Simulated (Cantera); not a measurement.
A Cantera script and its output.

```python
import numpy as np
import cantera as ct

gas = ct.Solution("gri30.yaml")
gas.TPX = 2875, 5500, {'CH4': 0.029, 'H2': 0.66}
reactor = ct.IdealGasConstPressureReactor(gas, energy="off", clone=False)
net = ct.ReactorNet([reactor])
net.rtol, net.atol = 1e-08, 1e-18
show = ['CH4', 'H2', 'CH3', 'C2H4', 'C2H', 'H', 'C2H2']
times = np.geomspace(6e-06, 3, 9)

steps = ct.SolutionArray(gas, extra=["t"])
rows = []
print(f"{'t/s':>10s}{'T/K':>9s}{'P/Pa':>11s}" + "".join(f"{s:>11s}" for s in show))
for t in times:
    while net.time < t:
        t_next = net.step()
        steps.append(gas.state, t=t_next)
    rows.append([np.interp(t, steps.t, y) for y in (steps.T, steps.P, *steps(*show).X.T)])
    print(f"{t:10.3e}{rows[-1][0]:9.1f}{rows[-1][1]:11.4g}" + "".join(f"{x:11.3e}" for x in rows[-1][2:]))
rate = np.gradient(steps.T, steps.t)
print("integrator steps:", len(steps.t))
if steps.T.max() > steps.T[0] + 200:
    print(f"time of steepest temperature rise: {steps.t[rate.argmax()]:.4e} s")
gas.TPX = 2875, 5500, {'CH4': 0.029, 'H2': 0.66}
gas.equilibrate("TP")
print(f"equilibrium (TP): T = {gas.T:.1f} K  " + "  ".join(f"{s} {gas[s].X[0]:.3e}" for s in show))
```

Result:

```
       t/s      T/K       P/Pa        CH4         H2        CH3       C2H4        C2H          H       C2H2
 6.000e-06   2875.0       5500  3.825e-02  9.530e-01  3.601e-03  4.782e-06  5.695e-10  5.098e-03  7.954e-07
 3.094e-05   2875.0       5500  2.722e-02  9.354e-01  1.175e-02  2.406e-04  2.099e-06  2.424e-02  5.741e-04
 1.595e-04   2875.0       5500  5.545e-03  9.162e-01  5.788e-03  8.052e-05  1.217e-04  5.796e-02  1.352e-02
 8.227e-04   2875.0       5500  2.447e-04  8.929e-01  3.969e-04  3.101e-06  2.601e-04  8.741e-02  1.867e-02
 4.243e-03   2875.0       5500  1.735e-05  8.294e-01  5.225e-05  1.003e-06  4.720e-04  1.519e-01  1.812e-02
 2.188e-02   2875.0       5500  2.548e-06  6.817e-01  1.836e-05  2.002e-07  1.008e-03  3.011e-01  1.604e-02
 1.128e-01   2875.0       5500  1.435e-06  6.243e-01  1.344e-05  1.193e-07  1.242e-03  3.590e-01  1.518e-02
 5.818e-01   2875.0       5500  1.434e-06  6.242e-01  1.343e-05  1.192e-07  1.242e-03  3.591e-01  1.518e-02
 3.000e+00   2875.0       5500  1.434e-06  6.242e-01  1.343e-05  1.192e-07  1.242e-03  3.591e-01  1.518e-02
integrator steps: 1561
equilibrium (TP): T = 2875.0 K  CH4 1.446e-06  H2 6.242e-01  CH3 1.354e-05  C2H4 1.192e-07  C2H 1.242e-03  H 3.591e-01  C2H2 1.518e-02
```

Cantera simulation using GRI-Mech 3.0 (53 species, 325 reactions); the numbers are that mechanism's predictions, not measurements. GRI-Mech 3.0 stops at C3 and has no aromatics, soot or wall deposition, so with more carbon than oxygen in the feed, carbon stays in small species such as C2H2 where larger ones or solid carbon would form.
